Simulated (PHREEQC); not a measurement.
Make-up at 60 °C: 0.0023 mol/kgw MgCl2 and 0.0072 mol/kgw NaHCO3. Closed to the air; pH follows from the charge balance.

Model: ion-association model, phreeqc.dat, run in PHREEQC.

Precipitation was switched off in this run.

Task: Order these Mg species by the share of Mg that they hold, largest first: MgOH+, Mg+2, MgCO3, MgHCO3+.

Result: Mg+2 (91 %), MgHCO3+ (5.8 %), MgCO3 (3.0 %), MgOH+ (0.29 %)

Task: Order these C species by the share of C that they hold, largest first: MgHCO3+, HCO3-, CO3-2, MgCO3, CO2.

Result: HCO3- (94 %), CO2 (2.2 %), MgHCO3+ (1.9 %), MgCO3 (0.94 %), CO3-2 (0.72 %)

The pH is 7.87 and the ionic strength 0.0136 mol/kgw. At this temperature some constants are extrapolated from 25 °C, and those without enthalpy data are left unchanged.
